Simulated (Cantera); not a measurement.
# Gas-phase reforming

A perfectly stirred reactor is fed with CH4 : H2O : H2 = 1 : 0.55 : 1.9 (molar parts), at 500000 Pa; it is held at 2150 K, and followed from long to short residence time.

Cantera simulation using GRI-Mech 3.0 (53 species, 325 reactions); the numbers are that mechanism's predictions, not measurements. GRI-Mech 3.0 stops at C3 and has no aromatics, soot or wall deposition, so with more carbon than oxygen in the feed, carbon stays in small species such as C2H2 where larger ones or solid carbon would form.

```csv
τ (s),x CH4,x H2O,x H2,x O,x OH,x CH2,x CO2
3.4,0.00532,0.000224,0.840,6.57e-11,5.97e-8,6.19e-7,5.74e-6
1.4,0.00543,0.000531,0.839,1.55e-10,1.42e-7,6.33e-7,1.36e-5
0.58,0.00569,0.00125,0.839,3.65e-10,3.35e-7,6.67e-7,3.19e-5
0.24,0.00626,0.00292,0.837,8.46e-10,7.79e-7,7.41e-7,7.34e-5
0.097,0.00747,0.00667,0.834,1.92e-9,1.78e-6,9.00e-7,0.000163
0.040,0.00964,0.0140,0.828,3.96e-9,3.74e-6,1.19e-6,0.000322
0.016,0.0134,0.0269,0.817,7.47e-9,7.26e-6,1.70e-6,0.000554
0.0067,0.0188,0.0449,0.801,1.21e-8,1.22e-5,2.44e-6,0.000764
0.0028,0.0269,0.0669,0.782,1.74e-8,1.82e-5,3.48e-6,0.000845
0.0011,0.0399,0.0909,0.757,2.29e-8,2.49e-5,4.97e-6,0.000712
0.00046,0.0579,0.110,0.732,2.74e-8,3.00e-5,6.71e-6,0.000463
```
x: mole fraction; the columns are a selection and need not sum to one.
